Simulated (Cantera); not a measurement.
An adiabatic, constant-pressure homogeneous reactor starts with CH4 : O2 : N2 = 1 : 3.64 : 32.7 (molar parts), equivalence ratio 0.55, at 1648 K and 20.0 bar.

Detailed kinetics in Cantera: GRI-Mech 3.0 (53 species, 325 reactions). The pressure lies above the range GRI-Mech 3.0 was tuned for (to about 10 atm).

One state of this run: T (K) = 2210; x CH4 = <1e-12; x O2 = 0.0420; x H2O = 0.0529; x H2O2 = 1.69e-7; x C2H4 = <1e-12; x C2H6 = <1e-12; x NO = 0.00330. x: mole fraction; the columns are a selection and need not sum to one.

Which value of t (s) does it belong to?
A. 7.68e-6
B. 1.97e-5
C. 0.0363
D. 5.04e-5

C, 0.0363
